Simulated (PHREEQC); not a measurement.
A solution holds 77 mmol/kgw KOH and 0.0011 mmol/kgw H4SiO4, at 25 °C. It is in equilibrium with CO2 at log p = -3.4 (atm). Otherwise closed; pH follows from the charge balance.

Equilibrium calculation in PHREEQC: Pitzer model, pitzer.dat.

```
Quantity                      Result
--------------------  --------------
pH                              9.69
ionic strength        0.0958 mol/kgw
specific conductance      8090 µS/cm
density                  1.002 g/cm³
osmotic coefficient            0.899
total alkalinity         77.0 meq/kg
```

```
species  molality  activity   log γ
-------  --------  --------  ------
K+         0.0770    0.0593  -0.113
HCO3-      0.0394    0.0303  -0.114
CO3-2      0.0188   0.00683  -0.439
OH-       6.28e-5   4.97e-5  -0.102
CO2       1.34e-5   1.36e-5   0.003
H4SiO4    5.57e-7   5.59e-7   0.002
H3SiO4-   5.43e-7   4.06e-7  -0.127
```

Precipitation was switched off in this run.
